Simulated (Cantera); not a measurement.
A freely propagating, adiabatic, planar premixed flame of 12.0 % CH₄, 18.5 % O₂, 69.5 % N₂, unburnt at 398 K and 0.987 atm; mixture-averaged transport, grid criteria slope 0.08 and curve 0.16, no radiation.

Model: GRI-Mech 3.0 (53 species, 325 reactions), integrated in Cantera. Burning velocities carry a grid error of a few per cent, more on coarse grids.

Task: Predict: laminar burning velocity; thermal thickness; peak x(CO); peak x(O).

Result: 
```
Property                      Value
------------------------  ---------
laminar burning velocity  42.0 cm/s
thermal thickness          0.510 mm
peak x(CO)                   0.0710
peak x(O)                  0.000451
```
